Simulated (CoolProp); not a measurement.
Vapour pressure (MPa) of n-perfluorohexane: the reference equation beside estimates from Tc = 174.9 °C, pc = 1.742 MPa, ω = 0.497.

The numbers come from the reference Helmholtz-energy equation of state, Gao 2022 in CoolProp.

```json
[
 {"T (°C)": "-67.15", "reference": "4.427e-5", "Lee-Kesler": "4.795e-5", "van der Waals": "0.02683", "Redlich-Kwong": "0.001137", "Soave-Redlich-Kwong": "4.867e-5", "Peng-Robinson": "5.878e-5"},
 {"T (°C)": "-58.75", "reference": "___", "Lee-Kesler": "0.0001139", "van der Waals": "0.03576", "Redlich-Kwong": "0.002098", "Soave-Redlich-Kwong": "0.0001156", "Peng-Robinson": "___"},
 {"T (°C)": "-50.25", "reference": "0.0002439", "Lee-Kesler": "___", "van der Waals": "0.04681", "Redlich-Kwong": "0.003673", "Soave-Redlich-Kwong": "0.0002565", "Peng-Robinson": "0.0002944"},
 {"T (°C)": "-41.85", "reference": "0.0005083", "Lee-Kesler": "0.0005199", "van der Waals": "0.05995", "Redlich-Kwong": "0.006069", "Soave-Redlich-Kwong": "0.0005264", "Peng-Robinson": "0.0005917"},
 {"T (°C)": "-33.45", "reference": "0.0009935", "Lee-Kesler": "0.001006", "van der Waals": "0.07552", "Redlich-Kwong": "0.009593", "Soave-Redlich-Kwong": "0.001017", "Peng-Robinson": "0.001122"},
 {"T (°C)": "-24.95", "reference": "0.001848", "Lee-Kesler": "0.001857", "van der Waals": "0.09398", "Redlich-Kwong": "0.01466", "Soave-Redlich-Kwong": "0.001874", "Peng-Robinson": "0.002034"},
 {"T (°C)": "-16.55", "reference": "0.003242", "Lee-Kesler": "0.003244", "van der Waals": "0.1151", "Redlich-Kwong": "0.02152", "Soave-Redlich-Kwong": "0.003266", "Peng-Robinson": "0.003496"},
 {"T (°C)": "-8.15", "reference": "0.005440", "Lee-Kesler": "0.005426", "van der Waals": "0.1393", "Redlich-Kwong": "___", "Soave-Redlich-Kwong": "0.005454", "Peng-Robinson": "0.005766"}
]
```

**Question.** Some entries are withheld; supply them.

**Answer.** 
- -58.75, reference: 0.0001078
- -58.75, Peng-Robinson: 0.0001359
- -50.25, Lee-Kesler: 0.0002530
- -8.15, Redlich-Kwong: 0.03066

Absolute difference from the reference over all 8 rows, mean and median: Lee-Kesler 2.8 and 1.8 %, van der Waals 17845.3 and 9597.8 %, Redlich-Kwong 1175.1 and 979.8 %, Soave-Redlich-Kwong 3.8 and 3.0 %, Peng-Robinson 16.6 and 14.7 %.
